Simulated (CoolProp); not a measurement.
Vapour-liquid equilibrium of methanol (1) + water (2) at 8.43 bar; x and y are mole fractions of (1).

Model: multi-fluid Helmholtz-energy mixture model, de Reuck 1993 and Wagner 2002; pair parameters Bell 2016, in CoolProp.

Give the bubble temperature and the first vapour's composition at x = 0.45, 0.55, 0.75. Is there an azeotrope?

x = 0.45: 418.3 K, y = 0.687; x = 0.55: 414.9 K, y = 0.757; x = 0.75: 409.2 K, y = 0.872. No azeotrope shows between x = 0.05 and 0.95.

The pair parameters rest on a limited set of measurements; away from them the model extrapolates.
